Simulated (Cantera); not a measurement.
# Diamond growth

A diamond (100) surface in a fixed gas of H2 with x(CH4) = 0.012, x(H) = 0.014, x(CH3) = 0.0015, 0.0310 bar; coverages are run to steady state.

Model: the Harris–Goodwin 1993 mechanism for the reconstructed diamond (100) surface, integrated in Cantera.

| T (K) | growth (µm/h) | θ c6HH | θ c6H* | θ c6*H | θ c6** | θ c6HM |
|---|---|---|---|---|---|---|
| 925 | 15.2 | 0.606 | 0.0112 | 0.285 | 0.00484 | 0.0726 |
| 975 | 19.8 | 0.572 | 0.0150 | 0.327 | 0.00732 | 0.0587 |
| 1025 | 24.6 | 0.537 | 0.0193 | 0.367 | 0.0106 | 0.0470 |
| 1075 | 28.2 | 0.504 | 0.0241 | 0.403 | 0.0147 | 0.0362 |
| 1125 | 28.6 | 0.474 | 0.0293 | 0.438 | 0.0198 | 0.0252 |
| 1175 | 24.6 | 0.445 | 0.0349 | 0.469 | 0.0259 | 0.0149 |
| 1225 | 18.5 | 0.418 | 0.0407 | 0.495 | 0.0329 | 0.00736 |
| 1275 | 13.9 | 0.391 | 0.0463 | 0.515 | 0.0406 | 0.00322 |
| 1325 | 11.8 | 0.365 | 0.0518 | 0.530 | 0.0489 | 0.00134 |
| 1375 | 11.4 | 0.341 | 0.0571 | 0.541 | 0.0579 | 0.000548 |
θ: site fractions in the mechanism's names (c6HH fully hydrogenated, c6H* and c6*H radical sites, c6** diradical, c6HM methylated).
